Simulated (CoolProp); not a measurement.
Vapour-liquid equilibrium of propylene (1) + n-heptane (2) at 37.15 °C; x and y are mole fractions of (1).

Computed with CoolProp (multi-fluid Helmholtz-energy mixture model, Lemmon 2013 and Span 2003; pair parameters Bell 2016).

| x | bubble pressure (MPa) | y at the bubble point | dew pressure at overall composition x (MPa) | liquid density (mol/L) |
|---|---|---|---|---|
| 0.05 | ___ | 0.861 | ___ | 6.855 |
| 0.2 | 0.3129 | 0.968 | 0.01356 | 7.427 |
| 0.35 | 0.5669 | ___ | 0.01669 | 8.066 |
| 0.5 | ___ | 0.989 | ___ | 8.780 |
| 0.65 | 1.010 | 0.993 | ___ | 9.572 |
| 0.8 | ___ | 0.995 | 0.05361 | 10.43 |
| 0.95 | 1.446 | 0.999 | 0.2055 | 11.27 |

**Question.** What belongs in the gaps?

**Answer.** 
- 0.05, bubble pressure (MPa): 0.07663
- 0.05, dew pressure at overall composition x (MPa): 0.01142
- 0.35, y at the bubble point: 0.984
- 0.5, bubble pressure (MPa): 0.8019
- 0.5, dew pressure at overall composition x (MPa): 0.02166
- 0.65, dew pressure at overall composition x (MPa): 0.03086
- 0.8, bubble pressure (MPa): 1.211

No azeotrope shows between x = 0.05 and 0.95.

Pair parameters are fitted to limited data, so mixtures are less certain than the pure fluids. The gap from Raoult's law changes sign with composition, which may be real or a fault of the pair parameters; it wasn't checked against measurements.
